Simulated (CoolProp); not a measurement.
Vapour pressure (kPa) of R141b: the reference equation beside estimates from Tc = 477.5 K, pc = 4212 kPa, ω = 0.220.

Computed with CoolProp (reference Helmholtz-energy equation of state, Lemmon 2006). It is a short technical equation, of lower accuracy than the large ones.

```csv
T (K),reference,van der Waals,Peng-Robinson
292.9,64.40,415.1,65.33
302.9,93.41,500.8,94.15
312.8,131.4,596.6,131.8
322.8,180.9,705.0,180.8
332.8,243.7,825.7,242.9
342.8,322.0,959.2,320.3
352.8,417.9,1106,415.3
362.7,532.5,1265,529.0
372.7,670.5,1439,666.4
382.7,833.4,1628,829.0
```

Absolute difference from the reference over all 10 rows, mean and median: van der Waals 257.3 and 218.4 %, Peng-Robinson 0.6 and 0.6 %.
